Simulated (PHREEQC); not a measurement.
Ca(OH)2 is added in steps, without added water, to 1 kg of water holding 5.6 mmol/kgw HCl, 12 mmol/kgw NaCl and 45 mmol/kgw MnSO4, at 20 °C. The system is closed to oxygen. CO2 from the air is kept out. The run lets Gypsum, Portlandite, Pyrochroite, Halite, Mirabilite precipitate or redissolve, and no other solid.

Base run: PHREEQC, ion-association model, wateq4f.dat. Each further column changes one thing. The table gives pH.

| Ca(OH)2 added (mol) | base | NaCl left out | diluted 2-fold with water | no solid may form |
|---|---|---|---|---|
| 0 | 2.61 | 2.61 | 2.82 | 2.61 |
| 0.00165 | 3.00 | 3.00 | 8.69 | 3.00 |
| 0.00385 | 8.59 | 8.59 | 8.71 | [?] |
| 0.0055 | 8.60 | 8.60 | 8.73 | 10.40 |
| 0.00715 | 8.61 | 8.60 | [?] | 10.64 |
| 0.00935 | 8.62 | 8.62 | 8.78 | 10.86 |
| 0.011 | 8.63 | 8.63 | [?] | 10.99 |
| 0.01265 | 8.64 | 8.63 | 8.83 | 11.11 |
| 0.01485 | 8.65 | 8.64 | 8.88 | 11.23 |
| 0.0165 | 8.66 | 8.65 | 8.92 | [?] |
| 0.01815 | 8.67 | 8.66 | 8.97 | 11.39 |
| 0.02035 | 8.68 | 8.67 | 9.07 | [?] |
| 0.022 | 8.69 | 8.68 | [?] | 11.53 |

Question: What belongs in the gaps?

Answer: 
- 0.00385, no solid may form: 9.95
- 0.00715, diluted 2-fold with water: 8.75
- 0.011, diluted 2-fold with water: 8.80
- 0.0165, no solid may form: 11.32
- 0.02035, no solid may form: 11.47
- 0.022, diluted 2-fold with water: 9.20

 In at least one series the solution becomes supersaturated in solids that the run did not let form, among them Gypsum, Pyrochroite. Solids allowed in the column 'NaCl left out': Gypsum, Portlandite, Pyrochroite.
